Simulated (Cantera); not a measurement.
An adiabatic, constant-pressure homogeneous reactor starts with C3H8 : O2 : N2 = 1 : 3.57 : 35 (molar parts), at 1325 K and 1.01 bar. Integrator tolerance rtol = 1e-08.

Cantera simulation using GRI-Mech 3.0 (53 species, 325 reactions); the numbers are that mechanism's predictions, not measurements. GRI-Mech 3.0 was tuned for natural gas; its chemistry of propane as a main component is partial and can be far from experiment.

Question: What does this change do: pressure from 1.01 bar to 23.0 bar?

Answer: 
| quantity | before | after |
|---|---|---|
| time of steepest temperature rise | 1.27 ms | 0.232 ms |
| temperature at 0.300 s | 2143 K | 2147 K |
| equilibrium temperature | 2143 K | 2147 K |
| x(C3H8) at 0.300 s | <1e-12 (gas-phase equilibrium <1e-12) | <1e-12 (gas-phase equilibrium <1e-12) |
| x(O2) at 0.300 s | 5.82e-6 (gas-phase equilibrium 5.82e-6) | 2.74e-7 (gas-phase equilibrium 2.74e-7) |
| x(C2H) at 0.300 s | <1e-12 (gas-phase equilibrium <1e-12) | <1e-12 (gas-phase equilibrium <1e-12) |
| x(CO2) at 0.300 s | 0.0268 (gas-phase equilibrium 0.0268) | 0.0268 (gas-phase equilibrium 0.0268) |
| x(H) at 0.300 s | 0.000617 (gas-phase equilibrium 0.000617) | 0.000134 (gas-phase equilibrium 0.000134) |
| x(C2H2) at 0.300 s | <1e-12 (gas-phase equilibrium <1e-12) | <1e-12 (gas-phase equilibrium <1e-12) |
The pressure lies above the range GRI-Mech 3.0 was tuned for (to about 10 atm).

Question: What does this change do: 2.1 parts CO2 added?

Answer: 
| quantity | before | after |
|---|---|---|
| time of steepest temperature rise | 1.27 ms | 1.34 ms |
| temperature at 0.300 s | 2143 K | 2079 K |
| equilibrium temperature | 2143 K | 2079 K |
| x(C3H8) at 0.300 s | <1e-12 (gas-phase equilibrium <1e-12) | <1e-12 (gas-phase equilibrium <1e-12) |
| x(O2) at 0.300 s | 5.82e-6 (gas-phase equilibrium 5.82e-6) | 9.34e-6 (gas-phase equilibrium 9.33e-6) |
| x(C2H) at 0.300 s | <1e-12 (gas-phase equilibrium <1e-12) | <1e-12 (gas-phase equilibrium <1e-12) |
| x(CO2) at 0.300 s | 0.0268 (gas-phase equilibrium 0.0268) | 0.0637 (gas-phase equilibrium 0.0637) |
| x(H) at 0.300 s | 0.000617 (gas-phase equilibrium 0.000617) | 0.000311 (gas-phase equilibrium 0.000311) |
| x(C2H2) at 0.300 s | <1e-12 (gas-phase equilibrium <1e-12) | <1e-12 (gas-phase equilibrium <1e-12) |
